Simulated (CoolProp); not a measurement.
A single-stage vapour-compression cycle with the fluid: evaporating at 246.15 K (dew point), condensing at 316.15 K (bubble point), superheat 5 K, subcooling 2 K, compressor efficiency 0.6, no pressure losses. The same conditions are run with several fluids, on thermodynamics alone (safety and materials aside).

Computed with CoolProp (reference Helmholtz-energy equation of state of each fluid (cis-2-butene: Lemmon 2005; R143a: Lemmon and Jacobsen 2000; vinyl chloride: Thol 2022; R404A: Lemmon 2003; R407C: Lemmon 2003)). Blends and air are pseudo-pure fits.

```
fluid           cooling COP  pressure ratio  discharge temperature (K)  refrigerating effect (kJ/kg)  volumetric capacity (kJ/m³)
--------------  -----------  --------------  -------------------------  ----------------------------  ---------------------------
cis-2-butene           1.64            13.9                      377.6                           301                          [?]
R143a                  1.32             [?]                      358.5                           111                         1170
vinyl chloride          [?]            11.4                        [?]                           267                          [?]
R404A                   [?]            8.60                      354.3                          93.7                         1080
R407C                  1.30             [?]                      388.9                           137                          948
```

Some entries are withheld; supply them.


- cis-2-butene, volumetric capacity (kJ/m³): 217
- R143a, pressure ratio: 8.12
- vinyl chloride, cooling COP: 1.66
- vinyl chloride, discharge temperature (K): 428.6
- vinyl chloride, volumetric capacity (kJ/m³): 465
- R404A, cooling COP: 1.26
- R407C, pressure ratio: 11.8
